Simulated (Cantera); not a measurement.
A closed system holds: 1 mol C₂F₆, 0.094 mol CH₄, equilibrated at 42.0 mbar.

These are equilibrium values from Cantera (NASA tables, ideal gas, pure condensed phases), not measurements of a reactor. Candidate condensed phases: C, C₆H₆, C₇H₈, C₈H₁₈; 95 gas species. The feed counts by its element totals alone. The tables' values for C₂F₄ are old estimates; treat these amounts as uncertain. Gases not in the tables: C₂F₆ and larger saturated fluorocarbons. Rates play no part.

x: gas mole fraction; n: condensed amount in mol.

| T (°C) | x F | x CF₂ | x CF | x HF | x C₃ | x CF₄ | x CF₃ | x C | n C(graphite) |
|---|---|---|---|---|---|---|---|---|---|
| 2302 | 0.391 | 0.439 | 0.0160 | 0.0996 | 3.67e-5 | 0.0424 | 0.0121 | 1.08e-5 | ___ |
| 2402 | 0.495 | 0.371 | 0.0266 | 0.0889 | 0.000150 | 0.0118 | 0.00682 | 3.75e-5 | ___ |
| 2502 | 0.584 | 0.286 | 0.0407 | 0.0815 | 0.000551 | 0.00294 | 0.00344 | 0.000119 | ___ |
| 2602 | 0.655 | 0.207 | 0.0577 | 0.0756 | 0.00185 | 0.000682 | 0.00161 | 0.000349 | ___ |
| 2702 | 0.702 | 0.142 | 0.0771 | 0.0709 | 0.00568 | 0.000151 | 0.000706 | 0.000949 | ___ |
| 2802 | 0.722 | 0.0923 | 0.0972 | 0.0665 | 0.0162 | 3.18e-5 | 0.000293 | 0.00242 | ___ |
| 2902 | 0.710 | 0.0566 | 0.116 | 0.0615 | 0.0431 | 6.20e-6 | 0.000113 | 0.00581 | ___ |
| 3002 | 0.726 | 0.0304 | 0.111 | 0.0577 | 0.0531 | 1.23e-6 | 4.08e-5 | 0.0104 | ___ |

**Question.** Fill in the missing entries.

**Answer.** 
- 2302, n C(graphite): 0.172
- 2402, n C(graphite): 0.332
- 2502, n C(graphite): 0.548
- 2602, n C(graphite): 0.738
- 2702, n C(graphite): 0.830
- 2802, n C(graphite): 0.714
- 2902, n C(graphite): 0.151
- 3002, n C(graphite): 0
